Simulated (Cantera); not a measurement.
A Cantera script and its output.

```python
import numpy as np
import cantera as ct

gas = ct.Solution("gri30.yaml")
gas.TPX = 1150, 700, {'N2O': 1, 'N2': 3.5}
reactor = ct.IdealGasConstPressureReactor(gas, energy="off", clone=False)
net = ct.ReactorNet([reactor])
net.rtol, net.atol = 1e-08, 1e-18
show = ['N2O', 'NO', 'O', 'N2', 'NO2', 'O2']
times = np.geomspace(0.0004, 100, 13)

steps = ct.SolutionArray(gas, extra=["t"])
rows = []
print(f"{'t/s':>10s}{'T/K':>9s}{'P/Pa':>11s}" + "".join(f"{s:>11s}" for s in show))
for t in times:
    while net.time < t:
        t_next = net.step()
        steps.append(gas.state, t=t_next)
    rows.append([np.interp(t, steps.t, y) for y in (steps.T, steps.P, *steps(*show).X.T)])
    print(f"{t:10.3e}{rows[-1][0]:9.1f}{rows[-1][1]:11.4g}" + "".join(f"{x:11.3e}" for x in rows[-1][2:]))
rate = np.gradient(steps.T, steps.t)
print("integrator steps:", len(steps.t))
if steps.T.max() > steps.T[0] + 200:
    print(f"time of steepest temperature rise: {steps.t[rate.argmax()]:.4e} s")
gas.TPX = 1150, 700, {'N2O': 1, 'N2': 3.5}
gas.equilibrate("TP")
print(f"equilibrium (TP): T = {gas.T:.1f} K  " + "  ".join(f"{s} {gas[s].X[0]:.3e}" for s in show))
```

It prints:

```
       t/s      T/K       P/Pa        N2O         NO          O         N2        NO2         O2
 4.000e-04   1150.0        700  2.222e-01  5.246e-10  6.831e-08  7.778e-01  1.029e-19  2.803e-09
 1.127e-03   1150.0        700  2.222e-01  3.941e-09  1.780e-07  7.778e-01  5.736e-18  2.105e-08
 3.175e-03   1150.0        700  2.222e-01  2.719e-08  4.076e-07  7.778e-01  2.717e-16  1.453e-07
 8.944e-03   1150.0        700  2.222e-01  1.536e-07  6.981e-07  7.778e-01  8.617e-15  8.209e-07
 2.520e-02   1150.0        700  2.222e-01  6.311e-07  8.086e-07  7.778e-01  1.452e-13  3.372e-06
 7.099e-02   1150.0        700  2.222e-01  2.029e-06  8.118e-07  7.778e-01  1.495e-12  1.084e-05
 2.000e-01   1150.0        700  2.221e-01  5.967e-06  8.118e-07  7.778e-01  1.280e-11  3.188e-05
 5.635e-01   1150.0        700  2.220e-01  1.706e-05  8.118e-07  7.779e-01  1.015e-10  9.114e-05
 1.587e+00   1150.0        700  2.216e-01  4.826e-05  8.118e-07  7.781e-01  7.478e-10  2.579e-04
 4.472e+00   1150.0        700  2.205e-01  1.358e-04  8.118e-07  7.787e-01  4.790e-09  7.257e-04
 1.260e+01   1150.0        700  2.173e-01  3.798e-04  8.117e-07  7.803e-01  2.337e-08  2.030e-03
 3.550e+01   1150.0        700  2.086e-01  1.047e-03  8.116e-07  7.847e-01  8.308e-08  5.594e-03
 1.000e+02   1150.0        700  1.862e-01  2.774e-03  8.112e-07  7.962e-01  2.496e-07  1.483e-02
integrator steps: 551
equilibrium (TP): T = 1150.0 K  N2O 6.301e-10  NO 9.733e-05  O 3.161e-08  N2 9.000e-01  NO2 1.216e-07  O2 9.995e-02
```

Cantera simulation using GRI-Mech 3.0 (53 species, 325 reactions); the numbers are that mechanism's predictions, not measurements. GRI-Mech 3.0 was tuned for natural gas; its chemistry of N2O as a main component is partial and can be far from experiment. Radical loss at walls, strong at low pressure, is not modelled. The mechanism lacks the step 2 NO + O2 → 2 NO2, which can matter for NO2 below about 1400 K. The temperature is held fixed by assumption; the heat of reaction is taken as removed at once.
